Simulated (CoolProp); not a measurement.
Model: reference Helmholtz-energy equation of state, Thol 2016, in CoolProp.

Problem. For hexamethyldisiloxane (MM), give the phase and the density (kg/m³), cv (kJ/(kg K)), Joule-Thomson coefficient (K/MPa), isothermal compressibility (1/MPa) at 338.15 °C and 5.71 MPa; 24.15 °C and 0.171 MPa; 27.45 °C and 8.63 MPa.

Solution. 
- 338.15 °C and 5.71 MPa: supercritical; density 319, cv 2.26, Joule-Thomson coefficient 3.27, isothermal compressibility 0.151
- 24.15 °C and 0.171 MPa: liquid; density 761, cv 1.54, Joule-Thomson coefficient -0.408, isothermal compressibility 0.00210
- 27.45 °C and 8.63 MPa: liquid; density 770, cv 1.55, Joule-Thomson coefficient -0.428, isothermal compressibility 0.00179
